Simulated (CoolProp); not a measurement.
Vapour-liquid equilibrium of n-butane (1) + trans-2-butene (2) at 387.7 K; x and y are mole fractions of (1).

The numbers come from the multi-fluid Helmholtz-energy mixture model, Bücker 2006 and Lemmon 2005; pair parameters Bell 2016 in CoolProp.

```csv
x,"bubble pressure, mixture model (MPa)","bubble pressure, Raoult's law (MPa)","y, mixture model","y, Raoult's law"
0.05,1.996,1.991,0.052,0.050
0.125,2.004,1.992,0.128,0.126
0.2,2.010,1.993,0.204,0.201
0.275,2.015,1.994,0.278,0.277
0.35,2.019,1.996,0.352,0.352
0.425,2.021,1.997,0.426,0.427
0.5,2.022,1.998,0.500,0.502
0.575,2.022,1.999,0.574,0.577
0.65,2.021,2.001,0.649,0.652
0.725,2.019,2.002,0.723,0.727
0.8,2.016,2.003,0.798,0.801
0.875,2.013,2.004,0.874,0.876
0.95,2.009,2.006,0.949,0.950
```

The largest gap from Raoult's law is +1.2 % in bubble pressure, at x = 0.425. y crosses x between x = 0.5 and 0.575: the model has an azeotrope there.

The pair parameters rest on a limited set of measurements; away from them the model extrapolates.
